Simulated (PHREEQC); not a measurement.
A solution holds 72 mmol/kgw NaOH and 0.2 mmol/kgw H4SiO4, at 55 °C. It is in equilibrium with CO2 at log p = 0 (atm). Otherwise closed; pH follows from the charge balance.

The numbers come from PHREEQC with the ion-association model, phreeqc.dat.

Each row changes one thing in this solution. No solid was allowed to form.

```csv
case,pH,ionic strength (mol/kgw),HCO3- (mol/kgw),CO2 (mol/kgw),NaHCO3 (mol/kgw),NaCO3- (mol/kgw)
as made,6.79,0.0704,0.0701,0.0175,0.00149,0.000125
temperature from 55 to 65 °C,6.86,0.0704,0.0700,0.0150,0.00141,0.000233
diluted 5-fold with water,6.14,0.0143,0.0143,0.0177,7.69e-5,1.29e-6
diluted 10-fold with water,5.85,0.00718,0.00718,0.0177,2.06e-5,1.72e-7
H4SiO4 left out,6.79,0.0704,0.0701,0.0175,0.00149,0.000125
```

Away from 25 °C the constants follow the database's enthalpies or fits; those with neither stay at their 25 °C values.
